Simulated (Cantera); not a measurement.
A perfectly stirred reactor is fed with CH4 : O2 : N2 = 1 : 1.54 : 5.78 (molar parts), at 9.87 atm; it is adiabatic with a 698 K inlet, and is followed from long to short residence time, starting on the burning branch (τ in s: 0.24, 0.1, 0.045, 0.019, 0.0084, 0.0036, 0.0016, 0.00067, 0.00029, 0.00012, 5.4e-05).

Cantera simulation using GRI-Mech 3.0 (53 species, 325 reactions); the numbers are that mechanism's predictions, not measurements.

Task: Predict: blow-out, bracketed by the residence times tried; x(CH4) at τ = 0.240 s; x(O2) at τ = 0.240 s; x(C2H2) at τ = 0.240 s; x(NO) at τ = 0.240 s; x(O) at τ = 0.240 s; x(CH4) at τ = 3.60 ms; x(O2) at τ = 3.60 ms; x(C2H2) at τ = 3.60 ms; x(NO) at τ = 3.60 ms; x(O) at τ = 3.60 ms.

Result: 
```json
{
  "blow_out_bracketed_by_the_residence_times_tried": "burning at 54.0 µs, the shortest tried",
  "x(CH4) at τ = 0.240 s": "3.71e-6",
  "x(O2) at τ = 0.240 s": "2.03e-5",
  "x(C2H2) at τ = 0.240 s": "5.04e-9",
  "x(NO) at τ = 0.240 s": "0.000150",
  "x(O) at τ = 0.240 s": "8.60e-6",
  "x(CH4) at τ = 3.60 ms": "0.000119",
  "x(O2) at τ = 3.60 ms": "0.000232",
  "x(C2H2) at τ = 3.60 ms": "4.24e-6",
  "x(NO) at τ = 3.60 ms": "0.000312",
  "x(O) at τ = 3.60 ms": "1.84e-5"
}
```
